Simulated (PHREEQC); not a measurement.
Dissolve 0.038 mol/kgw NH3, 5.6e-05 mol/kgw CO2 and 0.13 mol/kgw K3PO4 at 20 °C. Closed to the air; pH follows from the charge balance.

Model: ion-association model, wateq4f.dat, run in PHREEQC.

Question: The ionic strength comes out as 0.734 mol/kgw. What activity coefficients do KHPO4-, CO3-2, OH-, NH4+, PO4-3 get?

Answer: KHPO4- 0.67, CO3-2 0.20, OH- 0.60, NH4+ 0.76, PO4-3 0.024.

No solid was allowed to form. Caution: at this ionic strength the ion-association model is outside its range; a Pitzer model would be the better tool where its parameters exist. Complexes and solids missing from the database can't appear. H3PO4, which wateq4f.dat lacks, is added to it with the constant of phreeqc.dat.
